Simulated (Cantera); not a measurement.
## Thermal oxidation and active oxidation of silicon: Si + CO2 + N2

Input: 1 mol Si, 0.012 mol CO2, 950 mol N2, at 0.0133 bar.

These are equilibrium values from Cantera (NASA tables, ideal gas, pure condensed phases), not measurements of a reactor. Candidate condensed phases: C, Si, SiC, SiO2, Si2N2O, Si3N4; 34 gas species. N2 is the only nitrogen source here; it is nearly inert below about 1500 K, so the nitride shown seldom forms there in practice. Mutual solubility and eutectic melting of coexisting phases are not modelled. Rates play no part.

```json
[
 {"T (°C)": "1100", "x N2": "1.000", "x SiO": "1.36e-7", "x CO": "1.26e-5", "x Si": "1.09e-10", "x SiN": "2.93e-11", "x Si2N": "<1e-12", "x Si2C": "<1e-12", "n Si2N2O(s)": "0.0119", "n Si3N4(s)": "0.325"},
 {"T (°C)": "1125", "x N2": "1.000", "x SiO": "3.36e-7", "x CO": "1.26e-5", "x Si": "3.23e-10", "x SiN": "7.64e-11", "x Si2N": "<1e-12", "x Si2C": "<1e-12", "n Si2N2O(s)": "0.0117", "n Si3N4(s)": "0.325"},
 {"T (°C)": "1150", "x N2": "1.000", "x SiO": "8.06e-7", "x CO": "1.26e-5", "x Si": "9.19e-10", "x SiN": "1.93e-10", "x Si2N": "2.10e-12", "x Si2C": "<1e-12", "n Si2N2O(s)": "0.0112", "n Si3N4(s)": "0.326"},
 {"T (°C)": "1175", "x N2": "1.000", "x SiO": "1.88e-6", "x CO": "1.26e-5", "x Si": "2.52e-9", "x SiN": "4.70e-10", "x Si2N": "7.60e-12", "x Si2C": "<1e-12", "n Si2N2O(s)": "0.0102", "n Si3N4(s)": "0.326"},
 {"T (°C)": "1200", "x N2": "1.000", "x SiO": "4.24e-6", "x CO": "1.26e-5", "x Si": "6.67e-9", "x SiN": "1.11e-9", "x Si2N": "2.62e-11", "x Si2C": "<1e-12", "n Si2N2O(s)": "0.00798", "n Si3N4(s)": "0.327"},
 {"T (°C)": "1225", "x N2": "1.000", "x SiO": "9.32e-6", "x CO": "1.26e-5", "x Si": "1.71e-8", "x SiN": "2.56e-9", "x Si2N": "8.69e-11", "x Si2C": "<1e-12", "n Si2N2O(s)": "0.00316", "n Si3N4(s)": "0.328"},
 {"T (°C)": "1250", "x N2": "1.000", "x SiO": "1.26e-5", "x CO": "1.26e-5", "x Si": "4.24e-8", "x SiN": "5.71e-9", "x Si2N": "2.76e-10", "x Si2C": "2.58e-12", "n Si2N2O(s)": "0", "n Si3N4(s)": "0.329"},
 {"T (°C)": "1275", "x N2": "1.000", "x SiO": "1.26e-5", "x CO": "1.26e-5", "x Si": "1.02e-7", "x SiN": "1.24e-8", "x Si2N": "8.46e-10", "x Si2C": "1.28e-11", "n Si2N2O(s)": "0", "n Si3N4(s)": "0.329"},
 {"T (°C)": "1300", "x N2": "1.000", "x SiO": "1.26e-5", "x CO": "1.26e-5", "x Si": "2.39e-7", "x SiN": "2.64e-8", "x Si2N": "2.50e-9", "x Si2C": "6.07e-11", "n Si2N2O(s)": "0", "n Si3N4(s)": "0.329"},
 {"T (°C)": "1325", "x N2": "1.000", "x SiO": "1.26e-5", "x CO": "1.26e-5", "x Si": "5.45e-7", "x SiN": "5.46e-8", "x Si2N": "7.11e-9", "x Si2C": "2.73e-10", "n Si2N2O(s)": "0", "n Si3N4(s)": "0.329"},
 {"T (°C)": "1350", "x N2": "1.000", "x SiO": "1.26e-5", "x CO": "1.26e-5", "x Si": "1.21e-6", "x SiN": "1.11e-7", "x Si2N": "1.96e-8", "x Si2C": "1.17e-9", "n Si2N2O(s)": "0", "n Si3N4(s)": "0.329"}
]
```
x: gas mole fraction; n: condensed amount in mol.

From 1100 °C to 1225 °C the condensed part is Si2N2O(s) + Si3N4(s). From 1250 °C to 1350 °C the condensed part is Si3N4(s). The main Si-bearing gas is SiO throughout.
